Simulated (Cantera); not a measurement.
An isothermal, constant-pressure homogeneous reactor starts with CH₄ : H₂O = 1 : 2 (molar parts), at 1248 K and 760 Torr. Integrator tolerance rtol = 1e-08.

Model: GRI-Mech 3.0 (53 species, 325 reactions), integrated in Cantera.

**Question.** What does this change do: H2O 2 to 4.4 parts?

**Answer.** 
```json
[
 {"quantity": "x(CH₄) at 200 s", "before": "0.207 (gas-phase equilibrium 4.28e-5)", "after": "0.113 (gas-phase equilibrium 3.37e-6)"},
 {"quantity": "x(H₂O) at 200 s", "before": "0.593 (gas-phase equilibrium 0.170)", "after": "0.747 (gas-phase equilibrium 0.410)"},
 {"quantity": "x(CH₂O) at 200 s", "before": "2.16e-7 (gas-phase equilibrium 5.20e-8)", "after": "3.20e-7 (gas-phase equilibrium 1.89e-8)"},
 {"quantity": "x(CO₂) at 200 s", "before": "0.00570 (gas-phase equilibrium 0.0296)", "after": "0.00709 (gas-phase equilibrium 0.0495)"},
 {"quantity": "x(HO₂) at 200 s", "before": "<1e-12 (gas-phase equilibrium <1e-12)", "after": "<1e-12 (gas-phase equilibrium <1e-12)"}
]
```

**Question.** What does this change do: CH4 1 to 0.45 parts?

**Answer.** 
```tsv
quantity	before	after
x(CH₄) at 200 s	0.207 (gas-phase equilibrium 4.28e-5)	0.112 (gas-phase equilibrium 3.26e-6)
x(H₂O) at 200 s	0.593 (gas-phase equilibrium 0.170)	0.749 (gas-phase equilibrium 0.413)
x(CH₂O) at 200 s	2.16e-7 (gas-phase equilibrium 5.20e-8)	3.21e-7 (gas-phase equilibrium 1.86e-8)
x(CO₂) at 200 s	0.00570 (gas-phase equilibrium 0.0296)	0.00709 (gas-phase equilibrium 0.0496)
x(HO₂) at 200 s	<1e-12 (gas-phase equilibrium <1e-12)	<1e-12 (gas-phase equilibrium <1e-12)
```
